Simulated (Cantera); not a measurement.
Cantera run, input and output.

```python
import numpy as np
import cantera as ct

gas = ct.Solution("gri30.yaml")
gas.TPX = 1750, 1000000, {'CH4': 1, 'C2H6': 0.076, 'O2': 5.04, 'N2': 18.9}
reactor = ct.IdealGasReactor(gas, energy="on", clone=False)
net = ct.ReactorNet([reactor])
net.rtol, net.atol = 1e-08, 1e-16
show = ['CH4', 'C2H6', 'O2', 'NO', 'H2O2']
times = np.geomspace(4e-06, 3, 12)

steps = ct.SolutionArray(gas, extra=["t"])
rows = []
print(f"{'t/s':>10s}{'T/K':>9s}{'P/Pa':>11s}" + "".join(f"{s:>11s}" for s in show))
for t in times:
    while net.time < t:
        t_next = net.step()
        steps.append(gas.state, t=t_next)
    rows.append([np.interp(t, steps.t, y) for y in (steps.T, steps.P, *steps(*show).X.T)])
    print(f"{t:10.3e}{rows[-1][0]:9.1f}{rows[-1][1]:11.4g}" + "".join(f"{x:11.3e}" for x in rows[-1][2:]))
rate = np.gradient(steps.T, steps.t)
print("integrator steps:", len(steps.t))
if steps.T.max() > steps.T[0] + 200:
    print(f"time of steepest temperature rise: {steps.t[rate.argmax()]:.4e} s")
gas.TPX = 1750, 1000000, {'CH4': 1, 'C2H6': 0.076, 'O2': 5.04, 'N2': 18.9}
gas.equilibrate("UV")
print(f"equilibrium (UV): T = {gas.T:.1f} K  " + "  ".join(f"{s} {gas[s].X[0]:.3e}" for s in show))
```

It prints:

```
       t/s      T/K       P/Pa        CH4       C2H6         O2         NO       H2O2
 4.000e-06   1757.5  1.006e+06  3.753e-02  2.230e-03  1.993e-01  2.108e-10  3.708e-06
 1.368e-05   2753.4  1.592e+06  3.069e-15  2.207e-28  1.079e-01  2.825e-04  1.133e-06
 4.680e-05   2780.4  1.605e+06  2.544e-17  2.546e-32  1.065e-01  2.344e-03  1.277e-06
 1.601e-04   2769.1  1.598e+06  2.336e-17  2.187e-32  1.038e-01  8.069e-03  1.238e-06
 5.476e-04   2749.9  1.586e+06  2.010e-17  1.674e-32  9.921e-02  1.773e-02  1.172e-06
 1.873e-03   2740.9   1.58e+06  1.870e-17  1.472e-32  9.707e-02  2.220e-02  1.141e-06
 6.407e-03   2740.7   1.58e+06  1.866e-17  1.467e-32  9.702e-02  2.231e-02  1.141e-06
 2.191e-02   2740.7   1.58e+06  1.866e-17  1.467e-32  9.702e-02  2.231e-02  1.141e-06
 7.496e-02   2740.7   1.58e+06  1.866e-17  1.467e-32  9.702e-02  2.231e-02  1.141e-06
 2.564e-01   2740.7   1.58e+06  1.866e-17  1.467e-32  9.702e-02  2.231e-02  1.141e-06
 8.771e-01   2740.7   1.58e+06  1.866e-17  1.467e-32  9.702e-02  2.231e-02  1.141e-06
 3.000e+00   2740.7   1.58e+06  1.866e-17  1.467e-32  9.702e-02  2.231e-02  1.141e-06
integrator steps: 1592
time of steepest temperature rise: 8.9258e-06 s
equilibrium (UV): T = 2740.7 K  CH4 2.675e-17  C2H6 2.730e-32  O2 9.702e-02  NO 2.231e-02  H2O2 1.141e-06
```

Model: GRI-Mech 3.0 (53 species, 325 reactions), integrated in Cantera.
